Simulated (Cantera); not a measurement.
A closed system holds: 1 mol Ta2O5, 0.62 mol CH4, 1.4 mol H2, held at 1248 K and 1.00 bar.

These are equilibrium values from Cantera (NASA tables, ideal gas, pure condensed phases), not measurements of a reactor. Candidate condensed phases: C, C6H6, C7H8, C8H18, H2O, Ta, TaC, Ta2O5; 113 gas species. Mutual solubility and eutectic melting of coexisting phases are not modelled. TaC: taken at fixed stoichiometry. Condensed phases not in the tables: Ta2C. Kinetics and transport are ignored.

Base state: H2 0.872, CO 0.117, CH4 0.00849, H2O 0.00157, CO2 0.000136 (mole fractions); condensed: C(graphite) + TaC(s) + Ta2O5(s).

What changes in the equilibrium state with this change: temperature from 1248 K to 1198 K?


```
species             before    after
----------------  --------  -------
H2                   0.872    0.939
CO                   0.117   0.0460
CH4                0.00849   0.0141
CO2               0.000136  4.11e-5
H2O                0.00157  0.00115
C(graphite), mol     0.105    0.405
TaC(s), mol          0.141   0.0515
Ta2O5(s), mol        0.929    0.974
```
